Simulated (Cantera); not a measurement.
**Equilibrium for tantalum, niobium, vanadium and zirconium in process gases: Ta(OEt)₅ + H₂O + H₂**

Input: 1 mol Ta(OEt)₅, 0.053 mol H₂O, 31 mol H₂, equilibrated at 1973.15 K and 38.3 Torr.

These are equilibrium values from Cantera (NASA tables, ideal gas, pure condensed phases), not measurements of a reactor. Candidate condensed phases: C, C₆H₆, C₇H₈, C₈H₁₈, H₂O, Ta, TaC, Ta₂O₅; 113 gas species. The feed counts by its element totals alone. TaC: taken at fixed stoichiometry. Condensed phases not in the tables: Ta₂C. The numbers say what is thermodynamically allowed, not how fast it happens.

- x(H₂): 0.890
- x(CO): 0.104
- x(H): 0.00564
- x(C₂H₂ (acetylene)): 0.000571
- x(CH₄): 1.84e-5
- x(CH₃): 2.32e-6
- n(C(graphite)): 3.89 mol
- n(TaC(s)): 1.00 mol
- gas amount: 48.74 mol
- log10 activity of Ta(s) (absent): -3.71
- log10 activity of Ta₂O₅(s) (absent): -24.28
